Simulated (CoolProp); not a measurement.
A single-stage vapour-compression cycle with R141b: evaporating at 304.15 K (dew point), condensing at 364.15 K (bubble point), superheat 10 K, subcooling 2 K, compressor efficiency 0.6, no pressure losses. Each further row changes one setting.

Computed with CoolProp (reference Helmholtz-energy equation of state, Lemmon 2006). It is a short technical equation, of lower accuracy than the large ones.

| case | cooling COP | pressure ratio | discharge temperature (K) | refrigerating effect (kJ/kg) | volumetric capacity (kJ/m³) |
|---|---|---|---|---|---|
| as stated | 2.46 | 5.64 | 398.9 | 161 | 728 |
| evaporating temperature 309.15 K | 2.78 | 4.74 | 395.9 | 164 | 875 |
| condensing temperature 359.15 K | 2.75 | 5.01 | 392.9 | 167 | 756 |
| subcooling 7 K | 2.55 | 5.64 | 398.9 | 167 | 756 |
| superheat 20 K | 2.49 | 5.64 | 410.0 | 169 | 738 |
| compressor efficiency 0.5 | 2.05 | 5.64 | 412.6 | 161 | 728 |
